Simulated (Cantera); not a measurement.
Mixture: CH3OH : O2 : N2 : H2O = 1 : 1.81 : 6.8 : 1.4 (molar parts), equivalence ratio 0.83, at 5250 Torr, adiabatic and at constant pressure. Ignition delay is the time to a rise of 400 K.

Computed with Cantera and GRI-Mech 3.0 (53 species, 325 reactions). GRI-Mech 3.0 was tuned for natural gas; its chemistry of methanol as a main component is partial and can be far from experiment.

**Question.** What does this change do: N2 6.8 to 11 parts?

**Answer.** 
```tsv
quantity	before	after
delay at 1025 K	54.2 ms	63.7 ms
delay at 1175 K	2.55 ms	3.01 ms
delay at 1325 K	0.246 ms	0.300 ms
delay at 1475 K	42.1 µs	53.9 µs
apparent activation energy between 1400 and 1550 K	180 kJ/mol	180 kJ/mol
```
